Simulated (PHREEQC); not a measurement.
Polishing slurry liquid: an equilibrium model

A solution holds 0.03 mol NH3, 5.4e-05 mol K2SO4 and 0.0047 mol CO2 per kg of water, at 25 °C. Closed to the air; pH follows from the charge balance.

All values are PHREEQC results (ion-association model, phreeqc.dat), not measurements.

This is a speciation only: nothing precipitates in the calculation.

Q: Predict the pH, specific conductance, ionic strength.

A: pH 9.87; specific conductance 784 µS/cm; ionic strength 0.00787 mol/kgw.

Q: In which forms is S present?

A: SO4-2 95 %, NH4SO4- 5.3 % of the S.

Species that the database lacks are ignored.
